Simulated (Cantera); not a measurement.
Feed: 1 mol Si, 3.2 mol HBr, 3.2 mol N2, held at 1.00 Torr.

Method: chemical equilibrium by Gibbs-energy minimisation in Cantera with the NASA 1993 tables (ideal gas, pure condensed phases). Candidate condensed phases: Br2, Si, Si3N4; 28 gas species. N2 is the only nitrogen source here; it is nearly inert below about 1500 K, so the nitride shown seldom forms there in practice. Equilibrium is a limit: real reactors are often held back by kinetics, nucleation or transport.

Q: Which condensed phases are stable at each of these points (T (K)): 925, 1000, 1075, 1150, 1225, 1300, 1375, 1450, 1525, 1600?

A: 
| T (K) | condensed phases | Si condensed (%) |
|---|---|---|
| 925 | Si3N4(s) | 80.6 |
| 1000 | Si3N4(s) | 81.0 |
| 1075 | Si3N4(s) | 81.2 |
| 1150 | Si3N4(s) | 80.9 |
| 1225 | Si3N4(s) | 78.3 |
| 1300 | Si3N4(s) | 68.9 |
| 1375 | Si3N4(s) | 50.5 |
| 1450 | Si3N4(s) | 29.4 |
| 1525 | Si3N4(s) | 10.1 |
| 1600 | gas only | 0.0 |

From 925 K to 1525 K the condensed part is Si3N4(s). At 1600 K nothing is condensed.
